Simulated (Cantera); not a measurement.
A Cantera script and what it prints.

```python
import numpy as np
import cantera as ct

gas_names = """
    H H2 N NH NH2 NH3 N2 N2H2 N2H4 V VN
""".split()
cond_names = """
    V(cr) V(L) VN(s)
""".split()


# ... load() reads the species with a 1 bar reference pressure and builds the phases ...
atoms = {
    'V': {'V': 1},
    'NH3': {'N': 1, 'H': 3},
    'H2': {'H': 2},
}
top_T = {'VN(s)': 2300}  # K; cautious upper limits of use, not melting points


# ... equilibrate(T, P, feed) seeds the gas with the atoms and calls Mixture.equilibrate('TP', solver="vcs", rtol=1e-11, max_steps=5000) ...
results = []
feed = {'V': 1, 'NH3': 0.33, 'H2': 220}  # mol
T = 2673  # K
P = 830  # Pa
mix = equilibrate(T, P, feed)
results.append((T, P, feed, dict(zip(mix.species_names, mix.species_moles))))
x = sorted(zip(gas.X, gas.species_names), reverse=True)
print(f"T = {T:g} K  P = {P:g} Pa  gas = {mix.phase_moles(0):.4g} mol")
print("   x: " + "  ".join(f"{s} {v:.3e}" for v, s in x if v > 0.001))
print("   condensed (mol): " + ("  ".join(f"{mix.phase(i).name} {mix.phase_moles(i):.4g}"
      for i in range(1, mix.n_phases) if mix.phase_moles(i) > 1e-12) or "none"))
```

Result:

```
T = 2673 K  P = 830 Pa  gas = 281.5 mol
   x: H2 5.708e-01  H 4.251e-01  V 3.553e-03
   condensed (mol): none
```

These are equilibrium values from Cantera (NASA tables, ideal gas, pure condensed phases), not measurements of a reactor.
